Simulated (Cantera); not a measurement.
Charge: 1 mol CH₃F, 0.26 mol CH₄, 10 mol H₂, at 4.65 Torr.

Method: chemical equilibrium by Gibbs-energy minimisation in Cantera with the NASA 1993 tables (ideal gas, pure condensed phases). Candidate condensed phases: C, C₆H₆, C₇H₈, C₈H₁₈; 95 gas species. Kinetics and transport are ignored.

What share of the C ends up in condensed phases as a function of T (K), at 1223, 1373, 1523, 1673, 1823, 1973, 2123, 2273, 2423, 2573, 2723, 2873, 3023, 3173?


```
T (K)  C condensed (%)           as
-----  ---------------  -----------
1223              99.9  C(graphite)
1373             100.0  C(graphite)
1523             100.0  C(graphite)
1673              99.9  C(graphite)
1823              99.6  C(graphite)
1973              98.8  C(graphite)
2123              97.0  C(graphite)
2273              93.4  C(graphite)
2423              87.2  C(graphite)
2573              77.2  C(graphite)
2723              57.9  C(graphite)
2873               0.0            -
3023               0.0            -
3173               0.0            -
```
